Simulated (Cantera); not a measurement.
Cantera with NASA thermochemical tables; ideal gases at 1 bar, condensed phases pure. Values are per mole of reaction as written; species without (g) are pure solids or liquids, kept so even where they would boil at 1 bar.

**Question.** Between 1125 and 1825 K, where is each reaction favourable under standard conditions?
- 8 NH3(g) + 4 CrO3(g) = 3 N2(g) + 2 Cr2N + 12 H2O(g)
- 7 CrO3(g) + 6 NH3(g) = 9 H2O(g) + 7 Cr + 6 NO2(g)

**Answer.** 
- 8 NH3(g) + 4 CrO3(g) = 3 N2(g) + 2 Cr2N + 12 H2O(g): ΔG° is -2064 kJ at 1125 K and -2365 kJ at 1825 K; it stays negative (K > 1). ΔH° is -1565 kJ and ΔS° 439 J/K at 1825 K.
- 7 CrO3(g) + 6 NH3(g) = 9 H2O(g) + 7 Cr + 6 NO2(g): ΔG° is 6 kJ at 1125 K and -237 kJ at 1825 K; it changes sign between 1125 and 1225 K. ΔH° is 438 kJ and ΔS° 370 J/K at 1825 K.
